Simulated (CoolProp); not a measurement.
Vapour-liquid equilibrium of CH2F2 (R32) (1) + R142b (2) at 1.28 MPa; x and y are mole fractions of (1).

Values from CoolProp's multi-fluid Helmholtz-energy mixture model, Tillner-Roth 1997 and Lemmon 2006; pair parameters Bell 2016.

Problem. Give the bubble temperature and the first vapour's composition at x = 0.2, 0.575, 0.875. Is there an azeotrope?

Solution. x = 0.2: 327.1 K, y = 0.464; x = 0.575: 302.1 K, y = 0.826; x = 0.875: 291.6 K, y = 0.952. No azeotrope shows between x = 0.05 and 0.95.

Pair parameters are fitted to limited data, so mixtures are less certain than the pure fluids. The gap from Raoult's law changes sign with composition, which may be real or a fault of the pair parameters; it wasn't checked against measurements.
